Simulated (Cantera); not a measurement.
Cantera run, input and output.

```python
import numpy as np
import cantera as ct

gas = ct.Solution("gri30.yaml")
gas.TPX = 423, 250000, {'CH4': 1, 'CO': 0.46, 'O2': 2.23, 'N2': 8.38}
flame = ct.FreeFlame(gas, width=0.021)
flame.set_refine_criteria(ratio=3, slope=0.08, curve=0.16)
flame.transport_model = "unity-Lewis-number"
flame.solve(loglevel=0, auto=True)
z, T = flame.grid, flame.T
thick = (T[-1] - T[0]) / np.gradient(T, z).max()
show = ['CH4', 'CO', 'O2', 'CH3', 'N2O', 'CH2']
print(f"laminar burning velocity  {flame.velocity[0] * 100:.3f} cm/s")
print(f"burnt temperature         {T[-1]:.1f} K")
print(f"thermal thickness         {thick * 1e3:.4f} mm")
print(f"grid points               {len(z)}")
z0 = z[flame.heat_release_rate.argmax()]
print(f"{'z/mm':>9s}{'T/K':>9s}{'u/(m/s)':>9s}" + "".join(f"{s:>11s}" for s in show))
rows = []
for k in (-3, -2, -1.5, -1, -0.5, -0.25, 0, 0.25, 0.5, 1, 2, 4, 8):
    zz = z0 + k * thick
    rows.append([k * thick, np.interp(zz, z, T), np.interp(zz, z, flame.velocity),
                 *(np.interp(zz, z, flame.X[gas.species_index(s)]) for s in show)])
    print(f"{rows[-1][0] * 1e3:9.3f}{rows[-1][1]:9.1f}{rows[-1][2]:9.3f}" + "".join(f"{x:11.3e}" for x in rows[-1][3:]))
```

Output:

```
laminar burning velocity  43.618 cm/s
burnt temperature         2333.8 K
thermal thickness         0.2027 mm
grid points               140
     z/mm      T/K  u/(m/s)        CH4         CO         O2        CH3        N2O        CH2
   -0.608    423.3    0.436  8.284e-02  3.811e-02  1.847e-01  2.026e-09  2.738e-11  1.336e-19
   -0.405    426.0    0.439  8.270e-02  3.815e-02  1.845e-01  2.392e-08  3.052e-10  8.433e-17
   -0.304    436.6    0.450  8.216e-02  3.828e-02  1.836e-01  1.276e-07  1.387e-09  6.101e-15
   -0.203    519.0    0.536  7.791e-02  3.935e-02  1.766e-01  2.074e-06  9.911e-09  4.544e-12
   -0.101    949.7    0.986  5.398e-02  4.540e-02  1.369e-01  1.096e-04  5.787e-08  8.135e-09
   -0.051   1368.3    1.430  2.871e-02  5.178e-02  9.475e-02  8.228e-04  1.093e-07  1.432e-06
    0.000   1799.7    1.895  4.375e-03  5.578e-02  4.698e-02  1.058e-03  1.767e-07  3.588e-05
    0.051   1965.5    2.063  8.558e-05  4.551e-02  2.658e-02  3.587e-05  2.452e-07  2.595e-06
    0.101   2035.6    2.126  1.194e-06  3.721e-02  2.146e-02  5.939e-07  2.700e-07  5.022e-08
    0.203   2119.2    2.200  4.390e-10  3.000e-02  1.733e-02  2.847e-10  2.782e-07  2.956e-11
    0.405   2199.4    2.269  1.126e-14  2.407e-02  1.366e-02  1.220e-14  2.827e-07  2.967e-15
    0.811   2264.2    2.324  1.891e-16  1.877e-02  1.049e-02  6.790e-16  2.713e-07  1.622e-16
    1.621   2305.1    2.358  1.177e-16  1.509e-02  8.330e-03  3.452e-16  2.456e-07  8.129e-17
```

Cantera simulation using GRI-Mech 3.0 (53 species, 325 reactions); the numbers are that mechanism's predictions, not measurements. Unity Lewis numbers drop preferential diffusion, which matters most where H2 and H carry the flame. Burning velocities carry a grid error of a few per cent, more on coarse grids.
